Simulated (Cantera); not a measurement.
Low-pressure radical oxidation in H2/O2

An isothermal, constant-pressure homogeneous reactor starts with 0.436 % H2, 55.9 % O2, 43.6 % N2, at 1350 K and 0.00980 bar.

Model: the H2/O2 subset of GRI-Mech 3.0, which has no nitrogen chemistry, integrated in Cantera. Radical loss at walls, strong at low pressure, is not modelled.

```json
[
 {"t (s)": "2.00e-6", "x H2": "0.00436", "x O2": "0.559", "x H2O2": "<1e-12", "x HO2": "4.09e-11", "x H2O": "<1e-12"},
 {"t (s)": "1.83e-5", "x H2": "0.00436", "x O2": "0.559", "x H2O2": "<1e-12", "x HO2": "3.75e-10", "x H2O": "<1e-12"},
 {"t (s)": "0.000168", "x H2": "0.00436", "x O2": "0.559", "x H2O2": "<1e-12", "x HO2": "3.44e-9", "x H2O": "1.92e-10"},
 {"t (s)": "0.00154", "x H2": "0.00436", "x O2": "0.559", "x H2O2": "1.70e-11", "x HO2": "3.15e-8", "x H2O": "4.03e-8"},
 {"t (s)": "0.0141", "x H2": "0.00136", "x O2": "0.557", "x H2O2": "1.12e-8", "x HO2": "2.88e-7", "x H2O": "0.00240"},
 {"t (s)": "0.130", "x H2": "1.28e-5", "x O2": "0.555", "x H2O2": "3.56e-9", "x HO2": "1.62e-7", "x H2O": "0.00405"},
 {"t (s)": "1.19", "x H2": "7.03e-6", "x O2": "0.557", "x H2O2": "2.85e-9", "x HO2": "1.18e-7", "x H2O": "0.00415"},
 {"t (s)": "10.9", "x H2": "6.26e-7", "x O2": "0.558", "x H2O2": "7.01e-10", "x HO2": "2.63e-8", "x H2O": "0.00431"},
 {"t (s)": "100", "x H2": "2.28e-8", "x O2": "0.558", "x H2O2": "4.39e-11", "x HO2": "7.01e-9", "x H2O": "0.00436"}
]
```
x: mole fraction; the columns are a selection and need not sum to one.

Equilibrium at this temperature and pressure: H2 1.21e-8, O2 0.558, H2O2 2.56e-11, HO2 8.09e-9, H2O 0.00436 (gas phase only).
